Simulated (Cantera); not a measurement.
Charge: 1 mol SiH₂Cl₂, 0.095 mol C₃H₈, 1100 mol H₂, held at 1073.15 K and 0.870 bar.

These are equilibrium values from Cantera (NASA tables, ideal gas, pure condensed phases), not measurements of a reactor. Candidate condensed phases: C, C₆H₆, C₇H₈, C₈H₁₈, Si, SiC; 109 gas species. Mutual solubility and eutectic melting of coexisting phases are not modelled. Rates play no part.

Base state: H₂ 0.998, HCl 0.00167, CH₄ 2.82e-5, SiHCl₃ 2.33e-5, SiH₂Cl₂ 1.99e-5 (mole fractions); condensed: Si(s) + SiC(s).

Task: What changes in the equilibrium state with this change: SiH₂Cl₂ replaced by SiF₄?

Result: 
| species | before | after |
|---|---|---|
| H₂ | 0.998 | 0.999 |
| SiF₄ | 0 | 0.000833 |
| CH₄ | 2.82e-5 | 0.000259 |
| HCl | 0.00167 | 0 |
| HF | 0 | 7.79e-5 |
| SiHF₃ | 0 | 7.04e-5 |
| SiHCl₃ | 2.33e-5 | 0 |
| SiH₂Cl₂ | 1.99e-5 | 0 |
| Si(s), mol | 0.682 | 0 |
| SiC(s), mol | 0.254 | 0 |
